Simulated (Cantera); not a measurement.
Charge: 1 mol Cu2O, 0.78 mol H2, 0.19 mol H2O, held at 4.40 bar.

Method: chemical equilibrium by Gibbs-energy minimisation in Cantera with the NASA 1993 tables (ideal gas, pure condensed phases). Candidate condensed phases: Cu, CuO, Cu(OH)2, Cu2O, H2O; 12 gas species. Mutual solubility and eutectic melting of coexisting phases are not modelled. Kinetics and transport are ignored.

Problem. Which condensed phases are stable at each of these points (T (K)): 1023, 1073, 1123, 1173, 1223, 1273, 1323, 1373, 1423, 1473?

Solution. 
```json
[
 {"T (K)": "1023", "condensed phases": "Cu(s) + Cu2O(s)", "Cu condensed (%)": "100.0"},
 {"T (K)": "1073", "condensed phases": "Cu(s) + Cu2O(s)", "Cu condensed (%)": "100.0"},
 {"T (K)": "1123", "condensed phases": "Cu(s) + Cu2O(s)", "Cu condensed (%)": "100.0"},
 {"T (K)": "1173", "condensed phases": "Cu(s) + Cu2O(s)", "Cu condensed (%)": "100.0"},
 {"T (K)": "1223", "condensed phases": "Cu(s) + Cu2O(s)", "Cu condensed (%)": "100.0"},
 {"T (K)": "1273", "condensed phases": "Cu(s) + Cu2O(s)", "Cu condensed (%)": "100.0"},
 {"T (K)": "1323", "condensed phases": "Cu(s) + Cu2O(s)", "Cu condensed (%)": "100.0"},
 {"T (K)": "1373", "condensed phases": "Cu(l) + Cu2O(s)", "Cu condensed (%)": "100.0"},
 {"T (K)": "1423", "condensed phases": "Cu(l) + Cu2O(s)", "Cu condensed (%)": "100.0"},
 {"T (K)": "1473", "condensed phases": "Cu(l) + Cu2O(s)", "Cu condensed (%)": "100.0"}
]
```

From 1023 K to 1323 K the condensed part is Cu(s) + Cu2O(s). From 1373 K to 1473 K the condensed part is Cu(l) + Cu2O(s).
